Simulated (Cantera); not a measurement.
# Gas-phase reforming

An isothermal, constant-pressure homogeneous reactor starts with CH4 : CO2 : H2 = 2 : 1.8 : 0.062 (molar parts), at 1350 K and 100000 Pa.

Detailed kinetics in Cantera: GRI-Mech 3.0 (53 species, 325 reactions).

```json
[
 {"t (s)": "0.000500", "x CH4": "0.518", "x CO2": "0.466", "x H2": "0.0161", "x CH2CO": "<1e-12", "x OH": "4.11e-11", "x HO2": "<1e-12", "x H2O": "1.79e-7"},
 {"t (s)": "0.00106", "x CH4": "0.518", "x CO2": "0.466", "x H2": "0.0161", "x CH2CO": "<1e-12", "x OH": "6.33e-11", "x HO2": "<1e-12", "x H2O": "6.40e-7"},
 {"t (s)": "0.00226", "x CH4": "0.518", "x CO2": "0.466", "x H2": "0.0161", "x CH2CO": "<1e-12", "x OH": "7.42e-11", "x HO2": "<1e-12", "x H2O": "1.92e-6"},
 {"t (s)": "0.00480", "x CH4": "0.518", "x CO2": "0.466", "x H2": "0.0161", "x CH2CO": "1.31e-12", "x OH": "7.90e-11", "x HO2": "<1e-12", "x H2O": "4.88e-6"},
 {"t (s)": "0.0102", "x CH4": "0.518", "x CO2": "0.466", "x H2": "0.0162", "x CH2CO": "7.42e-12", "x OH": "8.74e-11", "x HO2": "<1e-12", "x H2O": "1.17e-5"},
 {"t (s)": "0.0217", "x CH4": "0.517", "x CO2": "0.466", "x H2": "0.0163", "x CH2CO": "4.16e-11", "x OH": "1.03e-10", "x HO2": "<1e-12", "x H2O": "2.82e-5"},
 {"t (s)": "0.0461", "x CH4": "0.517", "x CO2": "0.466", "x H2": "0.0166", "x CH2CO": "2.40e-10", "x OH": "1.28e-10", "x HO2": "<1e-12", "x H2O": "7.04e-5"},
 {"t (s)": "0.0980", "x CH4": "0.515", "x CO2": "0.466", "x H2": "0.0175", "x CH2CO": "1.34e-9", "x OH": "1.64e-10", "x HO2": "<1e-12", "x H2O": "0.000182"},
 {"t (s)": "0.208", "x CH4": "0.512", "x CO2": "0.465", "x H2": "0.0199", "x CH2CO": "6.40e-9", "x OH": "2.14e-10", "x HO2": "<1e-12", "x H2O": "0.000473"},
 {"t (s)": "0.443", "x CH4": "0.505", "x CO2": "0.462", "x H2": "0.0258", "x CH2CO": "2.72e-8", "x OH": "3.06e-10", "x HO2": "<1e-12", "x H2O": "0.00124"},
 {"t (s)": "0.941", "x CH4": "0.489", "x CO2": "0.455", "x H2": "0.0386", "x CH2CO": "1.17e-7", "x OH": "5.15e-10", "x HO2": "<1e-12", "x H2O": "0.00343"},
 {"t (s)": "2.00", "x CH4": "0.458", "x CO2": "0.439", "x H2": "0.0615", "x CH2CO": "4.64e-7", "x OH": "9.95e-10", "x HO2": "<1e-12", "x H2O": "0.0101"}
]
```
x: mole fraction; the columns are a selection and need not sum to one.

Equilibrium at this temperature and pressure: CH4 0.0261, CO2 3.52e-5, H2 0.491, CH2CO 1.27e-7, OH 3.92e-12, HO2 <1e-12, H2O 7.05e-5 (gas phase only).
